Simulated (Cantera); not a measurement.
What does this Cantera script print?

```python
import numpy as np
import cantera as ct

gas_names = """
    CL CL2 H HCL H2 K KCL KH K2 K2CL2
""".split()
cond_names = """
    K(cr) K(L) KCL(s) KCL(L)
""".split()


# ... load() reads the species with a 1 bar reference pressure and builds the phases ...
atoms = {
    'KCl': {'K': 1, 'CL': 1},
    'HCl': {'H': 1, 'CL': 1},
    'H2': {'H': 2},
}
top_T = {}  # K; cautious upper limits of use, not melting points


# ... equilibrate(T, P, feed) seeds the gas with the atoms and calls Mixture.equilibrate('TP', solver="vcs", rtol=1e-11, max_steps=5000) ...
results = []
feed = {'KCl': 1, 'HCl': 0.2, 'H2': 1.5}  # mol
T = 1950  # K
P = 21  # Pa
mix = equilibrate(T, P, feed)
results.append((T, P, feed, dict(zip(mix.species_names, mix.species_moles))))
x = sorted(zip(gas.X, gas.species_names), reverse=True)
print(f"T = {T:g} K  P = {P:g} Pa  gas = {mix.phase_moles(0):.4g} mol")
print("   x: " + "  ".join(f"{s} {v:.3e}" for v, s in x if v > 1e-06))
print("   condensed (mol): " + ("  ".join(f"{mix.phase(i).name} {mix.phase_moles(i):.4g}"
      for i in range(1, mix.n_phases) if mix.phase_moles(i) > 1e-12) or "none"))
```

Output:

```
T = 1950 K  P = 21 Pa  gas = 2.854 mol
   x: H2 4.805e-01  KCL 3.061e-01  HCL 1.053e-01  H 5.483e-02  K 4.422e-02  CL 9.006e-03  KH 1.749e-06  K2CL2 1.534e-06
   condensed (mol): none
```

Cantera equilibrium calculation (NASA polynomials, part measured and part estimated; ideal gas, pure solids and liquids).
